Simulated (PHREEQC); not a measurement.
**Spent oxide etchant: speciation**

Make-up at 25 °C: 0.06 mol/kgw NH4HF2, 0.013 mol/kgw (NH4)2SiF6, 4.2e-05 mol/kgw H3PO4 and 0.27 mol/kgw H2SO4. Closed to the air; pH follows from the charge balance.

Computed with PHREEQC (ion-association model, phreeqc.dat).

```json
{
  "pH": "0.70",
  "ionic_strength": "0.385 mol/kgw",
  "activity_of_water": "0.987",
  "density": "1.015 g/cm³",
  "total_alkalinity": "-652 meq/kg"
}
```

| species | molality | activity | log γ |
|---|---|---|---|
| H+ | 0.256 | 0.198 | -0.112 |
| HSO4- | 0.225 | 0.165 | -0.136 |
| HF | 0.119 | 0.130 | 0.039 |
| NH4+ | 0.0787 | 0.0486 | -0.210 |
| SO4-2 | 0.0375 | 0.00855 | -0.642 |
| SiF6-2 | 0.0130 | 0.00307 | -0.627 |
| NH4SO4- | 0.00732 | 0.00535 | -0.136 |

This is a speciation only: nothing precipitates in the calculation. Species that the database lacks are ignored. SiF6-2 is the database's only silicon fluoride.
